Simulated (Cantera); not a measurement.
# Equilibrium for carbon deposition, reforming and gasification: CH3OH + NH3 + N2

Feed: 1 mol CH3OH, 0.88 mol NH3, 0.18 mol N2, held at 2048 K.

Equilibrium computed with Cantera from the NASA thermochemical tables; the gas is ideal and each condensed phase is pure. Candidate condensed phases: C, C6H6, C7H8, C8H18, H2O; 136 gas species. The ideal-gas law is rough above about 30 bar. Rates play no part.

From 10.0 Pa to 1.00e7 Pa nothing is condensed. The main C-bearing gas is CO throughout.

| P (Pa) | x H2 | x CO | x H | x N2 |
|---|---|---|---|---|
| 10 | 0.535 | 0.186 | 0.164 | 0.115 |
| 46 | 0.604 | 0.194 | 0.0812 | 0.120 |
| 220 | 0.640 | 0.199 | 0.0382 | 0.123 |
| 1000 | 0.657 | 0.201 | 0.0181 | 0.124 |
| 4600 | 0.665 | 0.202 | 0.00851 | 0.125 |
| 22000 | 0.669 | 0.202 | 0.00390 | 0.125 |
| 100000 | 0.670 | 0.202 | 0.00183 | 0.125 |
| 460000 | 0.671 | 0.202 | 0.000855 | 0.125 |
| 2200000 | 0.670 | 0.201 | 0.000391 | 0.125 |
| 10000000 | 0.664 | 0.199 | 0.000182 | 0.126 |
x: gas mole fraction; nothing condenses.
